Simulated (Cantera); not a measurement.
A perfectly stirred reactor is fed with CO : O2 : H2O : N2 = 0.0014 : 0.015 : 0.00016 : 1 (molar parts), equivalence ratio 0.047, at 9.87 atm; it is held at 948 K, and followed from long to short residence time.

Cantera simulation using GRI-Mech 3.0 (53 species, 325 reactions); the numbers are that mechanism's predictions, not measurements.

Problem. What does this change do: temperature 948 to 1375 K?

Solution. 
| quantity | before | after |
|---|---|---|
| x(CO) at τ = 5.10 s | 0.00135 | 9.59e-6 |
| x(O2) at τ = 5.10 s | 0.0147 | 0.0141 |
| x(H2O) at τ = 5.10 s | 0.000157 | 0.000157 |
| x(H2) at τ = 5.10 s | 1.38e-9 | 3.30e-9 |
| x(OH) at τ = 5.10 s | 8.48e-11 | 9.59e-7 |
| x(CO) at τ = 45.0 ms | 0.00138 | 0.000379 |
| x(O2) at τ = 45.0 ms | 0.0148 | 0.0143 |
| x(H2O) at τ = 45.0 ms | 0.000157 | 0.000156 |
| x(H2) at τ = 45.0 ms | <1e-12 | 9.54e-8 |
| x(OH) at τ = 45.0 ms | <1e-12 | 1.88e-6 |
